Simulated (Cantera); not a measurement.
An isothermal, constant-pressure homogeneous reactor starts with C2H6 : H2 = 2.7 : 54 (molar parts), at 1925 K and 36.0 Pa.

Computed with Cantera and GRI-Mech 3.0 (53 species, 325 reactions). GRI-Mech 3.0 stops at C3 and has no aromatics, soot or wall deposition, so with more carbon than oxygen in the feed, carbon stays in small species such as C2H2 where larger ones or solid carbon would form. Radical loss at walls, strong at low pressure, is not modelled.

Question: Predict: x(H2) at 30.0 s; x(C2H2) at 30.0 s; x(C2H) at 30.0 s; x(C2H4) at 30.0 s.

Answer: 
| Property | Result |
|---|---|
| x(H2) at 30.0 s | 0.940 (gas-phase equilibrium 0.909) |
| x(C2H2) at 30.0 s | 0.0430 (gas-phase equilibrium 0.0424) |
| x(C2H) at 30.0 s | 1.11e-5 (gas-phase equilibrium 3.23e-5) |
| x(C2H4) at 30.0 s | 5.35e-7 (gas-phase equilibrium 1.44e-7) |
